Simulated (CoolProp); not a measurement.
C2F6 (R116) along the isobar 3.66 MPa: Z from the reference equation and from simpler models built on Tc = 293.0 K, pc = 3.048 MPa, ω = 0.257; each cubic takes its own stable root.

Computed with CoolProp (reference Helmholtz-energy equation of state, Lemmon 2006). It is a short technical equation, of lower accuracy than the large ones.

```json
[
 {"T (K)": "274.1", "phase": "liquid", "reference": "0.1869"},
 {"T (K)": "295.7", "phase": "supercritical", "reference": "0.2305"},
 {"T (K)": "317.2", "phase": "supercritical", "reference": "0.5972"},
 {"T (K)": "338.8", "phase": "supercritical", "reference": "0.7232"},
 {"T (K)": "360.3", "phase": "supercritical", "reference": "0.7960"},
 {"T (K)": "381.9", "phase": "supercritical", "reference": "0.8457"},
 {"T (K)": "403.4", "phase": "supercritical", "reference": "0.8816"},
 {"T (K)": "425", "phase": "supercritical", "reference": "0.9088"}
]
```

Problem. How far does each simpler model (van der Waals, Redlich-Kwong, Soave-Redlich-Kwong) lie from the reference over these 8 states: mean and median of the absolute difference, and the worst?

Solution. 
- van der Waals: mean 15.5 %, median 6.2 %, worst +49.2 % at 274.1 K and 3.66 MPa
- Redlich-Kwong: mean 7.1 %, median 4.1 %, worst +18.3 % at 295.7 K and 3.66 MPa
- Soave-Redlich-Kwong: mean 4.8 %, median 1.2 %, worst +20.2 % at 295.7 K and 3.66 MPa
